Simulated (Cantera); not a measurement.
What does this Cantera script print?

```python
import numpy as np
import cantera as ct

gas_names = """
    C CH CH2 CH3 CH4 C2 C2H C2H2,acetylene C2H2,vinylidene C2H3,vinyl C2H4 C2H5 C2H6 C3 C3H3,propargyl
    C3H4,allene C3H4,propyne C3H4,cyclo- C3H5,allyl C3H6,propylene C3H6,cyclo- C3H7,n-propyl
    C3H7,i-propyl C3H8 C4 C4H2 C4H4,1,3-cyclo- C4H6,butadiene C4H6,2-butyne C4H6,cyclo- C4H8,1-butene
    C4H8,cis2-buten C4H8,tr2-butene C4H8,isobutene C4H8,cyclo- C4H9,n-butyl C4H9,i-butyl C4H9,s-butyl
    C4H9,t-butyl C4H10,isobutane C4H10,n-butane C5 C5H6,1,3cyclo- C5H8,cyclo- C5H10,1-pentene
    C5H10,cyclo- C5H11,pentyl C5H11,t-pentyl C5H12,n-pentane C5H12,i-pentane CH3C(CH3)2CH3 C6H2
    C6H5,phenyl C6H6 C6H10,cyclo- C6H12,1-hexene C6H12,cyclo- C6H13,n-hexyl C7H7,benzyl C7H8
    C7H14,1-heptene C7H15,n-heptyl C7H16,n-heptane C8H8,styrene C8H10,ethylbenz C8H16,1-octene
    C8H17,n-octyl C8H18,isooctane C8H18,n-octane C9H19,n-nonyl C10H8,naphthale C10H21,n-decyl
    C12H9,o-bipheny C12H10,bipheny H H2 Si SiC SiC2 SiC4H12 SiH SiH2 SiH3 SiH4 Si2 Si2C Si3
""".split()
cond_names = """
    C(gr) C6H6(L) C7H8(L) C8H18(L),n-octa Si(cr) Si(L) SiC(b)
""".split()


def load(file, names, dense=False):
    # The tables refer to 1 bar. Condensed volumes are neglected.
    table = {s.name: s for s in ct.Species.list_from_file(file)}
    out = []
    for n in names:
        d = dict(table[n].input_data)
        d["thermo"] = dict(d["thermo"], **{"reference-pressure": 1e5})
        if dense:
            d["equation-of-state"] = {"model": "constant-volume", "density": "1e6 g/cm^3"}
        out.append(ct.Species.from_dict(d))
    return out


gas = ct.Solution(thermo="ideal-gas", species=load("nasa_gas.yaml", gas_names))
cond = {s.name: ct.Solution(thermo="fixed-stoichiometry", species=[s], name=s.name)
        for s in load("nasa_condensed.yaml", cond_names, dense=True)}
atoms = {
    'SiC': {'Si': 1, 'C': 1},
    'Si': {'Si': 1},
    'H2': {'H': 2},
}
top_T = {'C(gr)': 4500, 'SiC(b)': 3050}  # K; cautious upper limits of use, not melting points


def equilibrate(T, P, feed):
    n = {}
    for name, mol in feed.items():
        for a, k in atoms[name].items():
            n[a] = n.get(a, 0.0) + k * mol
    gas.TPX = T, P, n
    mass = sum(n.values()) * gas.mean_molecular_weight
    gas.equilibrate("TP")
    valid = [c for c in cond.values() if c.min_temp <= T <= top_T.get(c.name, c.max_temp)]
    mix = ct.Mixture([(gas, mass / gas.mean_molecular_weight)] + [(c, 0.0) for c in valid])
    mix.T, mix.P = T, P
    mix.equilibrate("TP", solver="vcs", rtol=1e-11, max_steps=5000)
    return mix


results = []
T = 2200  # K
P = 6000  # Pa
for m in [0.045, 0.16, 0.27, 0.38, 0.5, 0.61, 0.72, 0.83]:
    feed = {'SiC': 1, 'Si': 0.0024, 'H2': m}  # mol
    mix = equilibrate(T, P, feed)
    results.append((T, P, feed, dict(zip(mix.species_names, mix.species_moles))))
    x = sorted(zip(gas.X, gas.species_names), reverse=True)
    print(f"T = {T:g} K  P = {P:g} Pa  n(H2) = {m:g} mol  gas = {mix.phase_moles(0):.4g} mol")
    print("   x: " + "  ".join(f"{s} {v:.3e}" for v, s in x if v > 0.001))
    print("   condensed (mol): " + ("  ".join(f"{mix.phase(i).name} {mix.phase_moles(i):.4g}"
          for i in range(1, mix.n_phases) if mix.phase_moles(i) > 1e-12) or "none"))
```

It prints:

```
T = 2200 K  P = 6000 Pa  n(H2) = 0.045 mol  gas = 0.04584 mol
   x: H2 9.698e-01  H 2.264e-02  Si 6.145e-03
   condensed (mol): Si(L) 0.00205  SiC(b) 1
T = 2200 K  P = 6000 Pa  n(H2) = 0.16 mol  gas = 0.163 mol
   x: H2 9.698e-01  H 2.264e-02  Si 6.145e-03
   condensed (mol): Si(L) 0.001155  SiC(b) 0.9999
T = 2200 K  P = 6000 Pa  n(H2) = 0.27 mol  gas = 0.275 mol
   x: H2 9.698e-01  H 2.264e-02  Si 6.145e-03
   condensed (mol): Si(L) 0.000299  SiC(b) 0.9999
T = 2200 K  P = 6000 Pa  n(H2) = 0.38 mol  gas = 0.3866 mol
   x: H2 9.711e-01  H 2.266e-02  Si 5.062e-03
   condensed (mol): SiC(b) 0.9998
T = 2200 K  P = 6000 Pa  n(H2) = 0.5 mol  gas = 0.508 mol
   x: H2 9.724e-01  H 2.267e-02  Si 3.943e-03
   condensed (mol): SiC(b) 0.9998
T = 2200 K  P = 6000 Pa  n(H2) = 0.61 mol  gas = 0.6193 mol
   x: H2 9.731e-01  H 2.268e-02  Si 3.317e-03
   condensed (mol): SiC(b) 0.9997
T = 2200 K  P = 6000 Pa  n(H2) = 0.72 mol  gas = 0.7307 mol
   x: H2 9.736e-01  H 2.269e-02  Si 2.897e-03
   condensed (mol): SiC(b) 0.9997
T = 2200 K  P = 6000 Pa  n(H2) = 0.83 mol  gas = 0.842 mol
   x: H2 9.740e-01  H 2.269e-02  Si 2.600e-03
   condensed (mol): SiC(b) 0.9996
```

Cantera equilibrium calculation (NASA polynomials, part measured and part estimated; ideal gas, pure solids and liquids). Mutual solubility and eutectic melting of coexisting phases are not modelled. Gases not in the tables: Si2H6 and higher silanes.
